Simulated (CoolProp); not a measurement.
Methanol at several states: fugacity coefficient from the reference equation and from simpler models built on Tc = 240.2 °C, pc = 8.216 MPa, ω = 0.565; each cubic takes its own stable root.

The numbers come from the reference Helmholtz-energy equation of state, de Reuck 1993 in CoolProp.

```csv
T (°C),p (MPa),phase,reference
-59.85,1.77,liquid,1.671e-5
154.65,2.15,liquid,0.6177
198.85,2.66,gas,0.8435
```

Task: How far does each simpler model (van der Waals, Redlich-Kwong, Soave-Redlich-Kwong, Peng-Robinson) lie from the reference over these 3 states: mean and median of the absolute difference, and the worst?

Result: 
- van der Waals: mean 69342.1 %, median 42.5 %, worst +207979.0 % at -59.85 °C and 1.77 MPa
- Redlich-Kwong: mean 1100.2 %, median 38.0 %, worst +3260.3 % at -59.85 °C and 1.77 MPa
- Soave-Redlich-Kwong: mean 24.4 %, median 6.6 %, worst -65.7 % at -59.85 °C and 1.77 MPa
- Peng-Robinson: mean 19.4 %, median 4.8 %, worst -53.1 % at -59.85 °C and 1.77 MPa

At some of these states van der Waals, Redlich-Kwong gives the other phase, because its saturation line lies elsewhere.
